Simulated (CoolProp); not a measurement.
CH3F (R41) along the isobar 26.9 MPa: fugacity coefficient from the reference equation and from simpler models built on Tc = 44.1 °C, pc = 5.906 MPa, ω = 0.200; each cubic takes its own stable root.

Computed with CoolProp (reference Helmholtz-energy equation of state, Lemmon 2006). It is a short technical equation, of lower accuracy than the large ones.

| T (°C) | phase | reference | Redlich-Kwong | Peng-Robinson |
|---|---|---|---|---|
| -55.05 | liquid | 0.01936 | 0.03222 | 0.02105 |
| -40.35 | liquid | 0.03296 | 0.05195 | 0.03610 |
| -25.55 | liquid | 0.05203 | 0.07779 | 0.05733 |
| -10.75 | liquid | 0.07696 | 0.1094 | 0.08516 |
| 4.05 | liquid | 0.1078 | 0.1464 | 0.1196 |
| 18.85 | liquid | 0.1443 | 0.1877 | 0.1603 |
| 33.55 | liquid | 0.1855 | 0.2321 | 0.2060 |
| 48.35 | supercritical | 0.2310 | 0.2791 | 0.2562 |
| 63.15 | supercritical | 0.2796 | 0.3274 | 0.3092 |
| 77.95 | supercritical | 0.3301 | 0.3759 | 0.3635 |
| 92.75 | supercritical | 0.3812 | 0.4237 | 0.4178 |
| 107.55 | supercritical | 0.4319 | 0.4702 | 0.4709 |
| 122.25 | supercritical | 0.4807 | 0.5143 | 0.5214 |
| 137.05 | supercritical | 0.5277 | 0.5564 | 0.5695 |
| 151.85 | supercritical | 0.5718 | 0.5958 | 0.6144 |
